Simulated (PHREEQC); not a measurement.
A solution holds 4.4 mol NaOH, 0.063 mol Na2SO4 and 0.00074 mol H4SiO4 per kg of water, at 55 °C and 100 atm. Closed to the air; pH follows from the charge balance.

Equilibrium calculation in PHREEQC: Pitzer model, pitzer.dat.

Precipitation was switched off in this run.

Task: Estimate the pH.

Result: pH 13.91.

Species that the database lacks are ignored. In brines, pH and single-ion activities rest on the MacInnes convention. Under pressure, the constants of complexes without a molar volume in the database are unreliable. At this temperature some constants are extrapolated from 25 °C, and those without enthalpy data are left unchanged.
